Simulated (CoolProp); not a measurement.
Vapour-liquid equilibrium of dimethyl carbonate (1) + n-octane (2) at 171.25 °C; x and y are mole fractions of (1).

The numbers come from the multi-fluid Helmholtz-energy mixture model, Zhou 2011 and Beckmüller 2019; pair parameters Bell 2016 in CoolProp.

```csv
x,"bubble pressure, mixture model (MPa)","bubble pressure, Raoult's law (MPa)","y, mixture model","y, Raoult's law"
0.05,0.3754,0.3329,0.196,0.118
0.2,0.5338,0.4042,0.486,0.388
0.35,0.6398,0.4755,0.617,0.577
0.5,0.7093,0.5468,0.698,0.717
0.65,0.7557,0.6181,0.764,0.825
0.8,0.7853,0.6894,0.836,0.910
0.95,0.7920,0.7607,0.945,0.980
```

The largest gap from Raoult's law is +34.6 % in bubble pressure, at x = 0.35. y crosses x between x = 0.8 and 0.95: the model has an azeotrope there.

The pair parameters rest on a limited set of measurements; away from them the model extrapolates.
